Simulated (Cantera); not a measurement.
Charge: 1 mol Al, 9.9 mol HCl, 140 mol N₂, equilibrated at 4.90 mbar.

Cantera equilibrium calculation (NASA polynomials, part measured and part estimated; ideal gas, pure solids and liquids). Candidate condensed phases: Al, AlCl₃, AlN, NH₄Cl; 20 gas species. The tables' values for AlCl₂ are old estimates; treat these amounts as uncertain. The numbers say what is thermodynamically allowed, not how fast it happens. All values below are at 1825 K.

Base state: N₂ 0.931, HCl 0.0516, H₂ 0.00688, AlCl 0.00362, Cl 0.00298, AlCl₃ 0.00161, AlCl₂ 0.00142, H 0.000522 (mole fractions); condensed: gas only.

What changes in the equilibrium state with this change: N₂ from 140 to 46 mol?


```csv
species,before,after
N₂,0.931,0.821
HCl,0.0516,0.136
H₂,0.00688,0.0199
AlCl₃,0.00161,0.00712
AlCl₂,0.00142,0.00406
AlCl,0.00362,0.00666
H,0.000522,0.000888
Cl,0.00298,0.00462
```
